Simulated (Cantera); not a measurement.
A perfectly stirred reactor is fed with H₂ : O₂ : N₂ = 0.62 : 1 : 0.56 (molar parts), equivalence ratio 0.31, at 0.197 atm; it is held at 975 K, and followed from long to short residence time.

Cantera simulation using the H2/O2 subset of GRI-Mech 3.0, which has no nitrogen chemistry; the numbers are that mechanism's predictions, not measurements. The temperature is held fixed by assumption; the heat of reaction is taken as removed at once.

Task: What does this change do: H2 0.62 to 0.17 parts?

Result: 
| quantity | before | after |
|---|---|---|
| x(H₂) at τ = 2.90 s | 0.00592 | 0.000479 |
| x(O₂) at τ = 2.90 s | 0.371 | 0.556 |
| x(H) at τ = 2.90 s | 1.17e-6 | 5.12e-7 |
| x(H₂O₂) at τ = 2.90 s | 0.000106 | 1.44e-6 |
| x(OH) at τ = 2.90 s | 5.93e-6 | 2.31e-5 |
| x(H₂) at τ = 34.0 ms | 0.0210 | 0.00509 |
| x(O₂) at τ = 34.0 ms | 0.375 | 0.557 |
| x(H) at τ = 34.0 ms | 9.09e-5 | 4.24e-5 |
| x(H₂O₂) at τ = 34.0 ms | 2.90e-5 | 5.05e-6 |
| x(OH) at τ = 34.0 ms | 0.000136 | 0.000167 |

Task: What does this change do: temperature 975 to 1300 K?

Result: 
```
quantity                  before     after
----------------------  --------  --------
x(H₂) at τ = 2.90 s      0.00592   7.06e-5
x(O₂) at τ = 2.90 s        0.371     0.369
x(H) at τ = 2.90 s       1.17e-6   2.29e-6
x(H₂O₂) at τ = 2.90 s   0.000106   3.26e-7
x(OH) at τ = 2.90 s      5.93e-6  0.000435
x(H₂) at τ = 34.0 ms      0.0210   0.00130
x(O₂) at τ = 34.0 ms       0.375     0.368
x(H) at τ = 34.0 ms      9.09e-5  0.000204
x(H₂O₂) at τ = 34.0 ms   2.90e-5   1.92e-6
x(OH) at τ = 34.0 ms    0.000136   0.00193
```
